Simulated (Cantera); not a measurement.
# CF4 + HCl + H2 (fluorocarbon and chlorocarbon gases)

Feed: 1 mol CF4, a varied amount of HCl, 0.11 mol H2, held at 3102 °C and 0.100 bar.

Equilibrium computed with Cantera from the NASA thermochemical tables; the gas is ideal and each condensed phase is pure. Candidate condensed phases: C, C6H6, C7H8, C8H18; 118 gas species. The tables' values for CCl are old estimates; treat these amounts as uncertain. Rates play no part.

From 0.11 mol HCl to 1.2 mol HCl nothing is condensed. The main C-bearing gas is CF at 0.11 mol HCl and C3 at 1.2 mol HCl.

```
n(HCl) (mol)    x F    x HF    x Cl    x CF   x CF2    x C3      x H
------------  -----  ------  ------  ------  ------  ------  -------
0.11          0.713  0.0774  0.0266   0.103  0.0373  0.0270  0.00239
0.21          0.677  0.0978  0.0492  0.0985  0.0338  0.0274  0.00317
0.31          0.643   0.117  0.0706  0.0940  0.0306  0.0277  0.00400
0.41          0.610   0.135  0.0909  0.0896  0.0277  0.0281  0.00486
0.51          0.580   0.152   0.110  0.0854  0.0251  0.0283  0.00576
0.61          0.550   0.168   0.128  0.0813  0.0227  0.0286  0.00670
0.7           0.525   0.181   0.144  0.0778  0.0207  0.0288  0.00758
0.8           0.499   0.196   0.160  0.0741  0.0187  0.0290  0.00861
0.9           0.474   0.209   0.176  0.0705  0.0169  0.0292  0.00970
1             0.450   0.222   0.191  0.0670  0.0153  0.0293   0.0108
1.1           0.427   0.234   0.205  0.0637  0.0138  0.0295   0.0120
1.2           0.405   0.245   0.218  0.0605  0.0124  0.0296   0.0133
```
x: gas mole fraction; nothing condenses.
